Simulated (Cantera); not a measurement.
A perfectly stirred reactor is fed with CH4 : H2 : O2 : N2 = 1 : 0.39 : 3.85 : 14.5 (molar parts), equivalence ratio 0.57, at 4.93 atm; it is adiabatic with a 750 K inlet, and is followed from long to short residence time, starting on the burning branch (τ in s: 0.3, 0.08, 0.022, 0.0058, 0.0016, 0.00042, 0.00011, 3e-05, 8.2e-06).

Detailed kinetics in Cantera: GRI-Mech 3.0 (53 species, 325 reactions).

Predict: blow-out, bracketed by the residence times tried; x(CH4) at τ = 0.300 s; x(H2) at τ = 0.300 s; x(O2) at τ = 0.300 s; x(H2O) at τ = 0.300 s; x(CH4) at τ = 1.60 ms; x(H2) at τ = 1.60 ms; x(O2) at τ = 1.60 ms; x(H2O) at τ = 1.60 ms; x(C2H6) at τ = 1.60 ms.


| Quantity | Result |
|---|---|
| blow-out, bracketed by the residence times tried | burning at 30.0 µs, out at 8.20 µs |
| x(CH4) at τ = 0.300 s | 6.15e-7 |
| x(H2) at τ = 0.300 s | 5.19e-5 |
| x(O2) at τ = 0.300 s | 0.0841 |
| x(H2O) at τ = 0.300 s | 0.122 |
| x(CH4) at τ = 1.60 ms | 4.77e-5 |
| x(H2) at τ = 1.60 ms | 0.000311 |
| x(O2) at τ = 1.60 ms | 0.0847 |
| x(H2O) at τ = 1.60 ms | 0.120 |
| x(C2H6) at τ = 1.60 ms | 2.71e-9 |
